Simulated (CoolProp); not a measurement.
Vapour-liquid equilibrium of R125 (1) + R236FA (2) at 234.2 K; x and y are mole fractions of (1).

The numbers come from the multi-fluid Helmholtz-energy mixture model, Lemmon 2005 and Pan 2012; pair parameters Bell 2016 in CoolProp.

```
x     bubble pressure, mixture model (MPa)  bubble pressure, Raoult's law (MPa)  y, mixture model  y, Raoult's law
----  ------------------------------------  -----------------------------------  ----------------  ---------------
0.05                                     ?                              0.02259                 ?            0.344
0.2                                      ?                              0.04357                 ?            0.714
0.35                               0.06436                              0.06455                 ?            0.843
0.5                                0.08501                              0.08553             0.902            0.909
0.65                                0.1058                               0.1065                 ?            0.949
0.8                                 0.1267                               0.1275             0.972            0.976
0.95                                     ?                               0.1485                 ?            0.995
```

Some entries are withheld; supply them.


- 0.05, bubble pressure, mixture model (MPa): 0.02268
- 0.05, y, mixture model: 0.343
- 0.2, bubble pressure, mixture model (MPa): 0.04365
- 0.2, y, mixture model: 0.707
- 0.35, y, mixture model: 0.836
- 0.65, y, mixture model: 0.943
- 0.95, bubble pressure, mixture model (MPa): 0.1482
- 0.95, y, mixture model: 0.994

The largest gap from Raoult's law is -0.7 % in bubble pressure, at x = 0.65. No azeotrope shows between x = 0.05 and 0.95.

Pair parameters are fitted to limited data, so mixtures are less certain than the pure fluids.
